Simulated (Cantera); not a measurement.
Feed: 1 mol FeS, 1.7 mol SO₃, 24 mol N₂, equilibrated at 1175 °C and 11.0 bar.

Cantera equilibrium calculation (NASA polynomials, part measured and part estimated; ideal gas, pure solids and liquids). Candidate condensed phases: Fe, FeO, FeS, FeSO₄, FeS₂, Fe₂O₃, Fe₂(SO₄)₃, Fe₃O₄, S; 19 gas species. Metal and sulfide melt together well below either melting point, which pure phases cannot show. Mutual solubility and eutectic melting of coexisting phases are not modelled. The tables' stoichiometric FeO is somewhat more stable than real wüstite, so its field is too wide. FeO, FeS: taken at fixed stoichiometry. The numbers say what is thermodynamically allowed, not how fast it happens.

Base state: N₂ 0.911, SO₂ 0.0792, S₂ 0.00882, S₂O 0.000745, SO 0.000287 (mole fractions); condensed: FeO(s) + FeS(s).

Q: What changes in the equilibrium state with this change: pressure from 11.0 bar to 0.100 bar?

A: 
```
species        before     after
-----------  --------  --------
N₂              0.911     0.910
SO₂            0.0792    0.0771
S₂            0.00882    0.0119
SO           0.000287  0.000988
S₂O          0.000745  0.000283
FeO(s), mol     0.899      1.00
FeS(s), mol     0.101         0
```
FeO: taken at fixed stoichiometry.

Q: What changes in the equilibrium state with this change: temperature from 1175 °C to 1625 °C?

A: 
| species | before | after |
|---|---|---|
| N₂ | 0.911 | 0.909 |
| SO₂ | 0.0792 | 0.0757 |
| S₂ | 0.00882 | 0.0109 |
| SO | 0.000287 | 0.00322 |
| S | 6.18e-7 | 4.95e-5 |
| S₂O | 0.000745 | 0.000788 |
| FeO(s), mol | 0.899 | 0 |
| FeS(s), mol | 0.101 | 0 |
| FeO(l), mol | 0 | 1.000 |
FeO: taken at fixed stoichiometry.
